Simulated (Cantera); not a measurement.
Input (Python, Cantera):

```python
import numpy as np
import cantera as ct

gas = ct.Solution("gri30.yaml")
gas.TPX = 2725, 13332, {'CH4': 0.0099, 'H2': 1, 'CO2': 0.0071, 'H2O': 0.0062}
inlet = ct.Reservoir(gas, clone=True)

reactor = ct.IdealGasConstPressureReactor(gas, energy="off", clone=False)
exhaust = ct.Reservoir(gas, clone=True)
tau = [16, 6.7, 2.8, 1.2, 0.48, 0.2, 0.084, 0.035, 0.015, 0.0061][0]
for a, b in ((inlet, reactor), (reactor, exhaust)):
    ct.MassFlowController(a, b, mdot=lambda t: reactor.mass / tau)
net = ct.ReactorNet([reactor])
show = ['CH4', 'H2', 'CO2', 'C2H6', 'CO', 'CH2CO']

rows = []
print(f"{'tau/s':>10s}{'T/K':>9s}" + "".join(f"{s:>11s}" for s in show))
for tau in [16, 6.7, 2.8, 1.2, 0.48, 0.2, 0.084, 0.035, 0.015, 0.0061]:
    net.initial_time = 0.0
    net.advance(30 * tau)
    before = gas.X
    net.advance(40 * tau)
    drift = np.max(np.abs(gas.X - before) / (gas.X + 1e-9))
    rows.append([gas.T, *gas[show].X, drift])
    print(f"{tau:10.3e}{gas.T:9.1f}" + "".join(f"{x:11.3e}" for x in gas[show].X))
```

Result:

```
     tau/s      T/K        CH4         H2        CO2       C2H6         CO      CH2CO
 1.600e+01   2725.0  2.443e-08  8.256e-01  7.619e-06  2.902e-17  1.502e-02  1.796e-12
 6.700e+00   2725.0  5.833e-08  8.257e-01  7.624e-06  1.654e-16  1.502e-02  4.357e-12
 2.800e+00   2725.0  1.401e-07  8.259e-01  7.637e-06  9.526e-16  1.502e-02  1.085e-11
 1.200e+00   2725.0  3.299e-07  8.264e-01  7.665e-06  5.271e-15  1.502e-02  2.764e-11
 4.800e-01   2725.0  8.453e-07  8.278e-01  7.740e-06  3.440e-14  1.503e-02  8.480e-11
 2.000e-01   2725.0  2.144e-06  8.308e-01  7.924e-06  2.181e-13  1.504e-02  2.964e-10
 8.400e-02   2725.0  5.734e-06  8.375e-01  8.408e-06  1.511e-12  1.505e-02  1.280e-09
 3.500e-02   2725.0  1.709e-05  8.517e-01  9.859e-06  1.246e-11  1.500e-02  6.691e-09
 1.500e-02   2725.0  5.354e-05  8.742e-01  1.428e-05  1.067e-10  1.457e-02  3.271e-08
 6.100e-03   2725.0  1.733e-04  8.997e-01  2.830e-05  9.103e-10  1.313e-02  1.330e-07
```

Computed with Cantera and GRI-Mech 3.0 (53 species, 325 reactions).
